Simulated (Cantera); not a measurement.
## Pyrogenic steam for wet oxidation

An isothermal, constant-pressure homogeneous reactor starts with H₂ : O₂ : N₂ = 1.8 : 1 : 7.5 (molar parts), at 1300 K and 0.160 bar.

Detailed kinetics in Cantera: the H2/O2 subset of GRI-Mech 3.0, which has no nitrogen chemistry. The temperature is held fixed by assumption; the heat of reaction is taken as removed at once.

```csv
t (s),x H₂,x O₂,x OH,x H,x HO₂,x H₂O,x O
5.00e-6,0.175,0.0971,3.00e-10,5.37e-9,5.36e-9,4.24e-10,3.98e-10
1.68e-5,0.175,0.0971,2.06e-9,2.45e-8,1.80e-8,9.77e-9,3.12e-9
5.61e-5,0.175,0.0971,3.66e-8,3.92e-7,6.41e-8,3.93e-7,5.73e-8
0.000188,0.173,0.0963,0.000111,0.00116,5.17e-6,0.00136,0.000172
0.000630,0.0232,0.0296,0.00436,0.0578,4.00e-6,0.126,0.0106
0.00211,0.0142,0.0195,0.00276,0.0177,3.03e-6,0.163,0.00336
0.00707,0.00474,0.0129,0.00128,0.00244,2.01e-6,0.184,0.000654
0.0237,0.000806,0.0109,0.000477,0.000149,1.13e-6,0.190,8.91e-5
0.0794,8.74e-5,0.0106,0.000155,5.23e-6,2.60e-7,0.191,9.32e-6
0.266,1.09e-5,0.0106,5.60e-5,2.39e-7,3.83e-8,0.191,1.20e-6
0.891,2.05e-6,0.0106,2.47e-5,2.00e-8,8.09e-9,0.191,2.34e-7
2.98,6.13e-7,0.0106,1.35e-5,3.30e-9,3.86e-9,0.191,7.02e-8
10.0,4.09e-7,0.0106,1.10e-5,1.80e-9,3.50e-9,0.191,4.63e-8
```
x: mole fraction; the columns are a selection and need not sum to one.

Equilibrium at this temperature and pressure: H₂ 4.06e-7, O₂ 0.0106, OH 1.09e-5, H 1.77e-9, HO₂ 3.50e-9, H₂O 0.191, O 4.59e-8 (gas phase only).
